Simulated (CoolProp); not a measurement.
A single-stage vapour-compression cycle with hydrogen sulfide: evaporating at 197.15 K (dew point), condensing at 264.15 K (bubble point), superheat 0 K, subcooling 8 K, compressor efficiency 0.6, no pressure losses. Each further row changes one setting.

Computed with CoolProp (reference Helmholtz-energy equation of state, Lemmon 2006). It is a short technical equation, of lower accuracy than the large ones.

```csv
case,cooling COP,pressure ratio,discharge temperature (K),refrigerating effect (kJ/kg),volumetric capacity (kJ/m³)
as stated,1.32,18.5,525.9,446,399
evaporating temperature 202.15 K,(withheld),(withheld),(withheld),450,528
condensing temperature 259.15 K,1.46,15.7,502.7,456,408
subcooling 13 K,(withheld),18.5,525.9,456,408
superheat 10 K,(withheld),18.5,(withheld),456,387
compressor efficiency 0.5,1.10,18.5,(withheld),446,399
```

Problem. Complete the blanks.

Solution. 
- evaporating temperature 202.15 K, cooling COP: 1.51
- evaporating temperature 202.15 K, pressure ratio: 13.8
- evaporating temperature 202.15 K, discharge temperature (K): 494.6
- subcooling 13 K, cooling COP: 1.35
- superheat 10 K, cooling COP: 1.29
- superheat 10 K, discharge temperature (K): 550.4
- compressor efficiency 0.5, discharge temperature (K): 585.3
